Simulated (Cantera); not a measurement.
A Cantera script and its output.

```python
import numpy as np
import cantera as ct

gas = ct.Solution("h2o2.yaml")
gas.TPX = 450, 100000, {'H2': 1, 'O2': 0.667, 'N2': 2.51}
flame = ct.FreeFlame(gas, width=0.04)
flame.set_refine_criteria(ratio=3, slope=0.08, curve=0.16)
flame.transport_model = "mixture-averaged"
flame.solve(loglevel=0, auto=True)
z, T = flame.grid, flame.T
thick = (T[-1] - T[0]) / np.gradient(T, z).max()
show = ['H2', 'O2', 'HO2', 'H', 'O', 'OH']
print(f"laminar burning velocity  {flame.velocity[0] * 100:.3f} cm/s")
print(f"burnt temperature         {T[-1]:.1f} K")
print(f"thermal thickness         {thick * 1e3:.4f} mm")
print(f"grid points               {len(z)}")
z0 = z[flame.heat_release_rate.argmax()]
print(f"{'z/mm':>9s}{'T/K':>9s}{'u/(m/s)':>9s}" + "".join(f"{s:>11s}" for s in show))
rows = []
for k in (-3, -2, -1.5, -1, -0.5, -0.25, 0, 0.25, 0.5, 1, 2, 4, 8):
    zz = z0 + k * thick
    rows.append([k * thick, np.interp(zz, z, T), np.interp(zz, z, flame.velocity),
                 *(np.interp(zz, z, flame.X[gas.species_index(s)]) for s in show)])
    print(f"{rows[-1][0] * 1e3:9.3f}{rows[-1][1]:9.1f}{rows[-1][2]:9.3f}" + "".join(f"{x:11.3e}" for x in rows[-1][3:]))
```

Output:

```
laminar burning velocity  315.980 cm/s
burnt temperature         2193.0 K
thermal thickness         0.3929 mm
grid points               115
     z/mm      T/K  u/(m/s)         H2         O2        HO2          H          O         OH
   -1.179    450.0    3.160  2.394e-01  1.597e-01  4.529e-12  1.838e-15  4.076e-13  4.474e-15
   -0.786    450.0    3.160  2.394e-01  1.597e-01  2.707e-10  9.134e-14  2.003e-11  2.199e-13
   -0.589    450.0    3.159  2.393e-01  1.597e-01  5.394e-09  1.446e-12  3.109e-10  3.433e-12
   -0.393    450.2    3.158  2.386e-01  1.599e-01  4.336e-07  2.001e-10  1.279e-08  2.848e-10
   -0.196    476.2    3.293  2.260e-01  1.618e-01  1.984e-04  1.847e-05  3.614e-06  2.416e-05
   -0.098    733.7    4.910  1.836e-01  1.569e-01  2.771e-04  2.626e-03  2.241e-04  8.461e-04
    0.000   1156.4    7.519  1.065e-01  1.244e-01  1.170e-04  1.667e-02  3.617e-03  2.642e-03
    0.098   1457.1    9.385  4.467e-02  7.886e-02  6.031e-05  2.733e-02  9.489e-03  7.590e-03
    0.196   1617.1   10.366  2.520e-02  6.034e-02  3.904e-05  2.556e-02  1.129e-02  1.100e-02
    0.393   1778.1   11.310  1.895e-02  5.322e-02  2.612e-05  1.758e-02  9.850e-03  1.328e-02
    0.786   1924.2   12.132  1.465e-02  4.990e-02  1.686e-05  9.823e-03  6.992e-03  1.374e-02
    1.572   2043.1   12.781  9.639e-03  4.759e-02  9.890e-06  4.483e-03  4.242e-03  1.245e-02
    3.143   2125.3   13.217  5.291e-03  4.639e-02  5.582e-06  1.647e-03  2.209e-03  9.910e-03
```

Cantera simulation using the H2/O2 subset of GRI-Mech 3.0, which has no nitrogen chemistry; the numbers are that mechanism's predictions, not measurements. Burning velocities carry a grid error of a few per cent, more on coarse grids.
